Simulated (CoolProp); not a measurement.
Vapour-liquid equilibrium of acetone (1) + toluene (2) at 379.5 K; x and y are mole fractions of (1).

The numbers come from the multi-fluid Helmholtz-energy mixture model, Lemmon 2006 and Lemmon 2006; pair parameters Bell 2016 in CoolProp.

### Question
Give the bubble pressure and the first vapour's composition at x = 0.65, 0.75, 0.85. Is there an azeotrope?

### Answer
x = 0.65: 0.3302 MPa, y = 0.870; x = 0.75: 0.3597 MPa, y = 0.909; x = 0.85: 0.3898 MPa, y = 0.946. No azeotrope shows between x = 0.05 and 0.95.

The pair parameters rest on a limited set of measurements; away from them the model extrapolates.
